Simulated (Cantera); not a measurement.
A freely propagating, adiabatic, planar premixed flame of 3.10 % C₃H₈, 20.4 % O₂, 76.5 % N₂, equivalence ratio 0.76, unburnt at 448 K and 3750 Torr; mixture-averaged transport, grid criteria slope 0.08 and curve 0.16, no radiation.

Computed with Cantera and GRI-Mech 3.0 (53 species, 325 reactions). GRI-Mech 3.0 was tuned for natural gas; its chemistry of propane as a main component is partial and can be far from experiment. Burning velocities carry a grid error of a few per cent, more on coarse grids.

Question: Predict: laminar burning velocity; thermal thickness; peak x(C₂H); peak x(CO); peak x(C₂H₆).

Answer: 
- laminar burning velocity = 41.3 cm/s
- thermal thickness = 0.106 mm
- peak x(C₂H) = 3.00e-7
- peak x(CO) = 0.0382
- peak x(C₂H₆) = 0.000493
